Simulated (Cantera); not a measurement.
# Ignition delay

Mixture: 4.93 % CH4, 20.1 % O2, 62.6 % N2, 12.3 % H2O, equivalence ratio 0.49, at 680000 Pa, adiabatic and at constant pressure. Ignition delay is the time to a rise of 400 K.

Computed with Cantera and GRI-Mech 3.0 (53 species, 325 reactions).

| T0 (K) | delay (ms) |
|---|---|
| 1048 | 42.7 |
| 1123 | 13.7 |
| 1198 | 5.10 |
| 1273 | 2.11 |
| 1348 | 0.934 |
| 1423 | 0.436 |
| 1498 | 0.212 |
| 1573 | 0.108 |

- apparent activation energy between 1423 and 1573 K: 170 kJ/mol
